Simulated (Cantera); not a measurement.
A Cantera script and its output.

```python
import numpy as np
import cantera as ct

gas = ct.Solution("gri30.yaml")
gas.TPX = 425, 400000, {'CO': 1, 'H2': 0.4, 'O2': 0.5, 'N2': 1.35, 'CO2': 0.075}
flame = ct.FreeFlame(gas, width=0.015)
flame.set_refine_criteria(ratio=3, slope=0.08, curve=0.16)
flame.transport_model = "mixture-averaged"
flame.solve(loglevel=0, auto=True)
z, T = flame.grid, flame.T
thick = (T[-1] - T[0]) / np.gradient(T, z).max()
show = ['CO', 'H2', 'O2', 'H', 'NO', 'HO2']
print(f"laminar burning velocity  {flame.velocity[0] * 100:.3f} cm/s")
print(f"burnt temperature         {T[-1]:.1f} K")
print(f"thermal thickness         {thick * 1e3:.4f} mm")
print(f"grid points               {len(z)}")
z0 = z[flame.heat_release_rate.argmax()]
print(f"{'z/mm':>9s}{'T/K':>9s}{'u/(m/s)':>9s}" + "".join(f"{s:>11s}" for s in show))
rows = []
for k in (-3, -2, -1.5, -1, -0.5, -0.25, 0, 0.25, 0.5, 1, 2, 4, 8):
    zz = z0 + k * thick
    rows.append([k * thick, np.interp(zz, z, T), np.interp(zz, z, flame.velocity),
                 *(np.interp(zz, z, flame.X[gas.species_index(s)]) for s in show)])
    print(f"{rows[-1][0] * 1e3:9.3f}{rows[-1][1]:9.1f}{rows[-1][2]:9.3f}" + "".join(f"{x:11.3e}" for x in rows[-1][3:]))
```

It prints:

```
laminar burning velocity  208.925 cm/s
burnt temperature         2617.4 K
thermal thickness         0.0860 mm
grid points               123
     z/mm      T/K  u/(m/s)         CO         H2         O2          H         NO        HO2
   -0.258    425.0    2.089  3.008e-01  1.203e-01  1.504e-01  2.023e-16  2.275e-15  7.203e-11
   -0.172    425.0    2.089  3.008e-01  1.201e-01  1.504e-01  2.295e-14  1.925e-13  5.963e-09
   -0.129    425.0    2.088  3.010e-01  1.197e-01  1.505e-01  1.956e-13  1.440e-12  4.407e-08
   -0.086    425.7    2.087  3.017e-01  1.175e-01  1.508e-01  7.043e-12  3.898e-11  1.164e-06
   -0.043    454.3    2.198  3.055e-01  1.045e-01  1.524e-01  1.893e-07  4.662e-09  1.240e-04
   -0.021    725.1    3.436  3.032e-01  8.016e-02  1.448e-01  5.111e-04  1.911e-07  8.066e-04
    0.000   1249.6    5.799  2.793e-01  4.618e-02  1.119e-01  7.138e-03  1.841e-06  2.805e-04
    0.021   1621.2    7.386  2.411e-01  2.210e-02  6.926e-02  1.550e-02  6.978e-06  1.123e-04
    0.043   1835.2    8.217  2.084e-01  1.554e-02  4.477e-02  1.846e-02  1.421e-05  5.535e-05
    0.086   2051.4    8.996  1.774e-01  1.551e-02  2.824e-02  1.693e-02  2.749e-05  2.524e-05
    0.172   2237.6    9.673  1.633e-01  1.500e-02  1.997e-02  1.164e-02  4.667e-05  1.274e-05
    0.344   2390.3   10.221  1.545e-01  1.336e-02  1.402e-02  7.088e-03  7.581e-05  6.619e-06
    0.688   2505.2   10.617  1.462e-01  1.198e-02  8.981e-03  4.366e-03  1.249e-04  3.611e-06
```

Model: GRI-Mech 3.0 (53 species, 325 reactions), integrated in Cantera. The hydrogen kinetics of GRI-Mech 3.0 are dated; newer H2 mechanisms differ, most at raised pressure. Burning velocities carry a grid error of a few per cent, more on coarse grids.
